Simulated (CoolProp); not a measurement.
The fluid at 396.7 K and 7.66 MPa flows at 0.081 m/s in a round tube of 1 mm bore and 1.5 µm roughness, fully developed (64/Re and Nu = 3.66 if laminar; Colebrook and Gnielinski if turbulent). The same conditions are run with several fluids, on thermodynamics alone (safety and materials aside).

The numbers come from the reference Helmholtz-energy equation of state of each fluid (m-xylene: Zhou 2012; R245fa: Akasaka 2015; n-nonane: Lemmon 2006; ethanol: Schroeder 2014; o-xylene: Zhou 2012) in CoolProp.

**Question.** Rank m-xylene, R245fa, n-nonane, ethanol, o-xylene by Reynolds number, highest first.

**Answer.** R245fa (555), m-xylene (240), ethanol (219), o-xylene (209), n-nonane (186)

```
fluid     Darcy friction factor  pressure drop (Pa/m)  heat-transfer coefficient (W/(m² K))  mass flow (kg/h)
--------  ---------------------  --------------------  ------------------------------------  ----------------
m-xylene                  0.267                   683                                   397             0.179
R245fa                    0.115                   403                                   256             0.244
n-nonane                  0.343                   726                                   394             0.148
ethanol                   0.292                   670                                   555             0.160
o-xylene                  0.306                   802                                   401             0.183
```

Transport values come from each fluid's own correlations; those of R245fa are estimates that may be off by 10 % or more.
